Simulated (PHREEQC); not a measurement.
1 g of hydrous ferric oxide (600 m²/g; 0.2 weak and 0.005 strong sites per Fe, Dzombak-Morel constants, diffuse double layer) in 1 kg of water with 0.3 mol/kgw of an inert sodium salt and 0.0014 mol/kgw NaH2PO4 and 2.5e-05 mol/kgw Ag2SO4, at 25 °C; the pH is set by adding NaOH or the inert anion's acid. Oxygen alone is held at its pressure in air (log pO2 = -0.68). The system is closed to CO2. Precipitation was switched off in this run.

Model: ion-association model, wateq4f.dat, run in PHREEQC.

Question: Predict P sorbed (%), Ag sorbed (%), surface charge σ (C/m²) at pH = 4, 8, 9.5, 11.5.

Answer: 
```json
[
 {"pH": "4", "P sorbed (%)": "99.6", "Ag sorbed (%)": "0.0", "surface charge σ (C/m²)": "0.111"},
 {"pH": "8", "P sorbed (%)": "70.8", "Ag sorbed (%)": "88.6", "surface charge σ (C/m²)": "-0.073"},
 {"pH": "9.5", "P sorbed (%)": "24.6", "Ag sorbed (%)": "99.7", "surface charge σ (C/m²)": "-0.126"},
 {"pH": "11.5", "P sorbed (%)": "0.2", "Ag sorbed (%)": "100.0", "surface charge σ (C/m²)": "-0.296"}
]
```

H3PO4, which wateq4f.dat lacks, is added to it with the constant of phreeqc.dat. The database has no phosphate complexes of Ag.
